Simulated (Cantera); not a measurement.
# Equilibrium for fluorocarbon and chlorocarbon gases: CF₄ + Si + H₂ + CH₄

Feed: 1 mol CF₄, 0.037 mol Si, 0.078 mol H₂, 0.076 mol CH₄, at 2775 °C and 1.00 Pa.

Equilibrium computed with Cantera from the NASA thermochemical tables; the gas is ideal and each condensed phase is pure. Candidate condensed phases: C, C₆H₆, C₇H₈, C₈H₁₈, Si, SiC; 113 gas species. The tables' values for SiF, SiF₂ are old estimates; treat these amounts as uncertain. Kinetics and transport are ignored.

```json
{
 "x(F)": "0.719",
 "x(C)": "0.185",
 "x(H)": "0.0807",
 "x(Si)": "0.00650",
 "x(C₂)": "0.00287",
 "x(HF)": "0.00258",
 "x(CF)": "0.00214",
 "x(C₃)": "0.000650",
 "x(SiF)": "0.000183",
 "gas_amount": "5.523 mol",
 "log10 activity of C(graphite) (absent)": "-1.63",
 "log10 activity of Si(l) (absent)": "-6.32"
}
```
